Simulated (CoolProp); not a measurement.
Properties of CHF3 (R23) along the isobar 28.7 bar (Tc = 26.1 °C, pc = 48.32 bar, ω = 0.263).

The numbers come from the reference Helmholtz-energy equation of state, Penoncello 2003 in CoolProp.

| T (°C) | phase | Z | cp (kJ/(kg K)) | speed of sound (m/s) | expansivity (1/kK) | fugacity coefficient |
|---|---|---|---|---|---|---|
| -129.45 | liquid | 0.1038 | 1.192 | 1099 | 2.092 | 0.0008441 |
| -105.15 | liquid | 0.09365 | 1.203 | 962.1 | 2.292 | 0.008062 |
| -80.85 | liquid | 0.08678 | 1.231 | 832.9 | 2.582 | 0.03933 |
| -56.55 | liquid | 0.08247 | 1.285 | 703.9 | 3.062 | 0.1243 |
| -32.25 | liquid | 0.08066 | 1.388 | 568.6 | 3.971 | 0.2920 |
| -7.95 | liquid | 0.08257 | 1.625 | 415.1 | 6.327 | 0.5533 |
| 16.35 | gas | 0.6941 | 1.372 | 162.2 | 11.85 | 0.7653 |
| 40.65 | gas | 0.7929 | 1.053 | 182.5 | 6.863 | 0.8239 |
| 64.95 | gas | 0.8491 | 0.9729 | 196.8 | 5.125 | 0.8645 |
| 89.25 | gas | 0.8863 | 0.9512 | 208.6 | 4.196 | 0.8944 |
| 113.55 | gas | 0.9127 | 0.9518 | 218.8 | 3.602 | 0.9169 |
| 137.85 | gas | 0.9323 | 0.9625 | 228.0 | 3.182 | 0.9344 |
| 162.15 | gas | 0.9472 | 0.9783 | 236.5 | 2.866 | 0.9481 |
| 186.45 | gas | 0.9588 | 0.9966 | 244.4 | 2.617 | 0.9591 |
